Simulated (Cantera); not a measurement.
An adiabatic, constant-volume homogeneous reactor starts with CH4 : C2H6 : O2 : N2 = 1 : 0.078 : 3.73 : 14 (molar parts), at 1750 K and 1.30 bar.

Computed with Cantera and GRI-Mech 3.0 (53 species, 325 reactions).

One state of this run: T (K) = 2807; P (bar) = 2.14; x CH4 = <1e-12; x C2H6 = <1e-12; x O2 = 0.0678; x HO2 = 1.49e-5; x C2H2 = <1e-12; x NO = 0.0201; x HCN = 2.92e-10. x: mole fraction; the columns are a selection and need not sum to one.

Question: Which value of t (s) does it belong to?
(A) 6.66e-5
(B) 0.00365
(C) 0.000253
(D) 0.000130

Answer: B, 0.00365
